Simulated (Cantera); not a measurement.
## Premixed flame

A freely propagating, adiabatic, planar premixed flame of 8.88 % CH4, 1.86 % C2H6, 18.6 % O2, 70.2 % N2, 0.364 % CO2, unburnt at 600 K and 86000 Pa; mixture-averaged transport, grid criteria slope 0.08 and curve 0.16, no radiation.

Detailed kinetics in Cantera: GRI-Mech 3.0 (53 species, 325 reactions). Burning velocities carry a grid error of a few per cent, more on coarse grids.

```tsv
z (mm)	T (K)	u (m/s)	x CH4	x C2H6	x O2	x HCO	x CH2	x NO
-1.22	600	1.09	0.0886	0.0186	0.186	<1e-8	<1e-8	<1e-8
-0.813	603	1.10	0.0880	0.0185	0.185	<1e-8	<1e-8	1.12e-8
-0.610	616	1.13	0.0868	0.0184	0.183	<1e-8	<1e-8	6.37e-8
-0.406	696	1.30	0.0817	0.0177	0.176	<1e-8	<1e-8	5.59e-7
-0.203	1124	2.15	0.0577	0.0121	0.136	1.51e-6	3.73e-7	5.46e-6
-0.102	1521	2.96	0.0332	0.00468	0.0924	2.41e-5	1.44e-5	1.24e-5
0	1876	3.70	0.00981	0.000306	0.0455	6.12e-5	9.49e-5	2.45e-5
0.102	2049	4.05	0.00130	3.01e-6	0.0177	3.20e-5	6.88e-5	4.32e-5
0.203	2098	4.14	0.000112	2.10e-8	0.00717	5.57e-6	1.24e-5	6.11e-5
0.406	2123	4.17	8.73e-7	<1e-8	0.00261	2.01e-7	1.66e-7	7.92e-5
0.813	2146	4.21	<1e-8	<1e-8	0.00172	1.18e-7	<1e-8	8.87e-5
1.63	2174	4.25	<1e-8	<1e-8	0.00122	9.55e-8	<1e-8	9.39e-5
3.25	2206	4.31	<1e-8	<1e-8	0.000734	7.07e-8	<1e-8	9.95e-5
```
x: mole fraction of selected species; z is measured from the peak of heat release.

- laminar burning velocity = 109 cm/s
- thermal thickness = 0.406 mm
- peak x(HCO) = 6.13e-5
- peak x(CH2) = 0.000106
- grid points = 154
